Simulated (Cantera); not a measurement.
# Premixed flame

A freely propagating, adiabatic, planar premixed flame of 24.7 % H₂, 15.8 % O₂, 59.5 % N₂, equivalence ratio 0.78, unburnt at 623 K and 0.550 bar; multicomponent transport, grid criteria slope 0.08 and curve 0.16, no radiation.

Computed with Cantera and the H2/O2 subset of GRI-Mech 3.0, which has no nitrogen chemistry. Burning velocities carry a grid error of a few per cent, more on coarse grids.

```json
[
 {"z (mm)": "-3.03", "T (K)": "623", "u (m/s)": "6.32", "x H₂": "0.247", "x O₂": "0.158", "x HO₂": "<1e-8", "x O": "<1e-8", "x OH": "<1e-8", "x H₂O₂": "<1e-8"},
 {"z (mm)": "-2.02", "T (K)": "623", "u (m/s)": "6.32", "x H₂": "0.247", "x O₂": "0.158", "x HO₂": "<1e-8", "x O": "<1e-8", "x OH": "<1e-8", "x H₂O₂": "<1e-8"},
 {"z (mm)": "-1.51", "T (K)": "623", "u (m/s)": "6.32", "x H₂": "0.247", "x O₂": "0.158", "x HO₂": "<1e-8", "x O": "<1e-8", "x OH": "<1e-8", "x H₂O₂": "<1e-8"},
 {"z (mm)": "-1.01", "T (K)": "623", "u (m/s)": "6.32", "x H₂": "0.247", "x O₂": "0.158", "x HO₂": "6.13e-7", "x O": "<1e-8", "x OH": "<1e-8", "x H₂O₂": "<1e-8"},
 {"z (mm)": "-0.504", "T (K)": "634", "u (m/s)": "6.41", "x H₂": "0.244", "x O₂": "0.158", "x HO₂": "0.000153", "x O": "8.62e-6", "x OH": "4.37e-5", "x H₂O₂": "2.13e-6"},
 {"z (mm)": "-0.252", "T (K)": "791", "u (m/s)": "7.86", "x H₂": "0.217", "x O₂": "0.154", "x HO₂": "0.000122", "x O": "0.000331", "x OH": "0.000598", "x H₂O₂": "6.50e-6"},
 {"z (mm)": "0", "T (K)": "1187", "u (m/s)": "11.4", "x H₂": "0.115", "x O₂": "0.116", "x HO₂": "5.72e-5", "x O": "0.00647", "x OH": "0.00372", "x H₂O₂": "3.70e-6"},
 {"z (mm)": "0.252", "T (K)": "1483", "u (m/s)": "14.1", "x H₂": "0.0406", "x O₂": "0.0654", "x HO₂": "2.80e-5", "x O": "0.0150", "x OH": "0.00997", "x H₂O₂": "2.62e-6"},
 {"z (mm)": "0.504", "T (K)": "1626", "u (m/s)": "15.3", "x H₂": "0.0297", "x O₂": "0.0542", "x HO₂": "1.98e-5", "x O": "0.0161", "x OH": "0.0131", "x H₂O₂": "1.52e-6"},
 {"z (mm)": "1.01", "T (K)": "1778", "u (m/s)": "16.6", "x H₂": "0.0273", "x O₂": "0.0500", "x HO₂": "1.45e-5", "x O": "0.0142", "x OH": "0.0157", "x H₂O₂": "7.87e-7"},
 {"z (mm)": "2.02", "T (K)": "1933", "u (m/s)": "17.8", "x H₂": "0.0240", "x O₂": "0.0467", "x HO₂": "1.02e-5", "x O": "0.0113", "x OH": "0.0173", "x H₂O₂": "4.24e-7"},
 {"z (mm)": "4.04", "T (K)": "2079", "u (m/s)": "19.0", "x H₂": "0.0189", "x O₂": "0.0437", "x HO₂": "6.81e-6", "x O": "0.00801", "x OH": "0.0175", "x H₂O₂": "2.59e-7"},
 {"z (mm)": "8.07", "T (K)": "2201", "u (m/s)": "19.9", "x H₂": "0.0131", "x O₂": "0.0413", "x HO₂": "4.58e-6", "x O": "0.00505", "x OH": "0.0159", "x H₂O₂": "1.86e-7"}
]
```
x: mole fraction of selected species; z is measured from the peak of heat release.

laminar burning velocity: 632 cm/s
thermal thickness: 1.01 mm
peak x(HO₂): 0.000174
peak x(O): 0.0162
peak x(OH): 0.0176
peak x(H₂O₂): 6.69e-6
